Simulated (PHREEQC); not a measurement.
1 kg of water holding 0.12 mol K2SO4, 0.0046 mol K2CO3 and 0.27 mol KCl is evaporated at 50 °C; the solids stay in contact with the brine. CO2 from the air is kept out. Solids allowed: Arcanite, Kalicinite, Misenite, Sylvite. Others were left out.

All values are PHREEQC results (Pitzer model, pitzer.dat), not measurements.

Predict ionic strength, water activity at water left (kg) = 0.6755, 0.1711, 0.09504, 0.01339, 0.007445.


```csv
water left (kg),ionic strength,water activity
0.6755,0.952,0.980
0.1711,2.84,0.934
0.09504,3.68,0.896
0.01339,6.53,0.800
0.007445,7.00,0.794
```

Species that the database lacks are ignored. Constants without temperature data keep their 25 °C values here.
